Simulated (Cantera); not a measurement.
**Equilibrium for silicon carbide growth: SiH₄ + C₂H₂ + H₂**

Input: 1 mol SiH₄, 0.11 mol C₂H₂, 28 mol H₂, at 1.35 Torr.

Cantera equilibrium calculation (NASA polynomials, part measured and part estimated; ideal gas, pure solids and liquids). Candidate condensed phases: C, C₆H₆, C₇H₈, C₈H₁₈, Si, SiC; 87 gas species. Mutual solubility and eutectic melting of coexisting phases are not modelled. Gases not in the tables: Si₂H₆ and higher silanes. The numbers say what is thermodynamically allowed, not how fast it happens.

| T (K) | log p H₂ | log p H | log p Si | log p SiC₂ | n Si(s) | n SiC(s) | n Si(l) |
|---|---|---|---|---|---|---|---|
| 948 | -2.74 | -10.65 | <-14 | <-14 | 0.780 | 0.220 | 0 |
| 1098 | -2.74 | -8.98 | -13.66 | <-14 | 0.780 | 0.220 | 0 |
| 1248 | -2.74 | -7.70 | -11.11 | <-14 | 0.780 | 0.220 | 0 |
| 1398 | -2.74 | -6.70 | -9.11 | <-14 | 0.780 | 0.220 | 0 |
| 1548 | -2.75 | -5.88 | -7.50 | -14.20 | 0.779 | 0.220 | 0 |
| 1698 | -2.75 | -5.21 | -6.18 | -11.96 | 0 | 0.220 | 0.768 |
| 1848 | -2.75 | -4.65 | -5.20 | -9.97 | 0 | 0.219 | 0.665 |
| 1998 | -2.77 | -4.18 | -4.39 | -8.27 | 0 | 0.200 | 0 |
| 2148 | -2.80 | -3.78 | -4.37 | -6.13 | 0 | 0.131 | 0 |
| 2298 | -2.86 | -3.45 | -4.33 | -5.56 | 0 | 0 | 0 |
log p: log10 of the partial pressure in bar; n: condensed amount in mol.

From 948 K to 1548 K the condensed part is Si(s) + SiC(s). From 1698 K to 1848 K the condensed part is Si(l) + SiC(s). From 1998 K to 2148 K the condensed part is SiC(s). At 2298 K nothing is condensed.
